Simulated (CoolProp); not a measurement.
Properties of R22 along the isobar 6390 kPa.

Model: reference Helmholtz-energy equation of state, Kamei 1995, in CoolProp.

```csv
T (K),phase,cv (kJ/(kg K)),expansivity (1/kK)
295.4,liquid,0.6873,2.836
312.8,liquid,0.7022,3.338
330.3,liquid,0.7196,4.164
347.7,liquid,0.7404,5.802
365.1,liquid,0.7701,10.70
382.5,supercritical,0.8770,64.11
399.9,supercritical,0.8019,16.87
417.3,supercritical,0.7750,9.447
434.7,supercritical,0.7676,6.791
452.2,supercritical,0.7682,5.395
```
